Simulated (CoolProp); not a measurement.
Vapour-liquid equilibrium of n-perfluorobutane (1) + R365MFC (2) at 294.2 K; x and y are mole fractions of (1).

Computed with CoolProp (multi-fluid Helmholtz-energy mixture model, Gao 2022 and Lemmon 2016; pair parameters Bell 2016).

```tsv
x	bubble pressure (kPa)	y at the bubble point	dew pressure at overall composition x (kPa)	liquid density (mol/L)
0.05	92.53	0.492	50.75	8.398
0.15	146.0	0.694	56.57	8.112
0.25	172.8	0.753	63.88	7.841
0.35	187.2	0.781	73.30	7.584
0.45	196.3	0.799	85.93	7.344
0.55	203.7	0.817	103.7	7.122
0.65	211.0	0.837	130.0	6.917
0.75	218.6	0.865	171.3	6.731
0.85	226.1	0.904	214.9	6.564
0.95	232.7	0.961	231.7	6.415
```

No azeotrope shows between x = 0.05 and 0.95.

The pair parameters rest on a limited set of measurements; away from them the model extrapolates. With so large a gap from Raoult's law the liquid may split in two, which this calculation doesn't test in full.
